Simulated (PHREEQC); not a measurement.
## Brine

Consider water at 15 °C with 2.1 mol MgSO4, 0.033 mol Na2B4O7 and 0.75 mol KBr per kg of water. Closed to the air; pH follows from the charge balance.

Model: Pitzer model, pitzer.dat, run in PHREEQC.

The pH is 7.57 and the ionic strength is 9.12 mol/kgw. The activity of water is 0.909 and the density comes out as 1.278 g/cm³. The osmotic coefficient is 0.902 and the total alkalinity is 66.0 meq/kg.

```json
[
 {"species": "SO4-2", "molality": "2.10", "activity": "0.0136", "log γ": "-2.188"},
 {"species": "Mg+2", "molality": "2.05", "activity": "1.09", "log γ": "-0.274"},
 {"species": "Br-", "molality": "0.750", "activity": "0.638", "log γ": "-0.070"},
 {"species": "K+", "molality": "0.750", "activity": "0.482", "log γ": "-0.192"},
 {"species": "Na+", "molality": "0.0660", "activity": "0.0673", "log γ": "0.009"},
 {"species": "B(OH)3", "molality": "0.0605", "activity": "0.0525", "log γ": "-0.061"},
 {"species": "MgB(OH)4+", "molality": "0.0507", "activity": "0.0279", "log γ": "-0.259"},
 {"species": "B(OH)4-", "molality": "0.0116", "activity": "0.00102", "log γ": "-1.054"},
 {"species": "B3O3(OH)4-", "molality": "0.00183", "activity": "0.000192", "log γ": "-0.978"},
 {"species": "B4O5(OH)4-2", "molality": "0.000934", "activity": "1.02e-6", "log γ": "-2.963"}
]
```

Precipitation was switched off in this run. In brines, pH and single-ion activities rest on the MacInnes convention.
